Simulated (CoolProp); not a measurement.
Vapour pressure (kPa) of CF4 (R14): the reference equation beside estimates from Tc = -45.8 °C, pc = 3762 kPa, ω = 0.178. Clausius-Clapeyron is anchored at -82.65 °C with a constant enthalpy of vaporisation of 8.887 kJ/mol.

Computed with CoolProp (reference Helmholtz-energy equation of state, Platzer 1990). This equation is an older, rougher fit; its heat capacities, sound speeds and derivatives of the liquid may be far off and weren't checked against measurements.

| T (°C) | reference | Clausius-Clapeyron | van der Waals | Redlich-Kwong |
|---|---|---|---|---|
| -98.15 | 560.4 | 661.6 | 1203 | 697.7 |
| -95.05 | 646.0 | 735.8 | 1307 | 794.2 |
| -91.95 | 740.8 | 815.4 | 1416 | 899.6 |
| -88.85 | 845.6 | 900.4 | 1531 | 1014 |
| -85.75 | 960.9 | 991.1 | 1652 | 1139 |
| -82.65 | 1087 | 1087 | 1779 | 1273 |
| -79.55 | 1226 | 1190 | 1912 | … |
| -76.45 | 1377 | 1298 | 2050 | … |
| -73.35 | 1541 | 1412 | 2195 | … |
| -70.25 | 1720 | 1532 | 2346 | 1918 |

Problem. What belongs in the gaps?

Solution. 
- -79.55, Redlich-Kwong: 1418
- -76.45, Redlich-Kwong: 1573
- -73.35, Redlich-Kwong: 1740

Absolute difference from the reference over all 10 rows, mean and median: Clausius-Clapeyron 8.0 and 7.4 %, van der Waals 70.8 and 67.8 %, Redlich-Kwong 17.9 and 17.8 %.
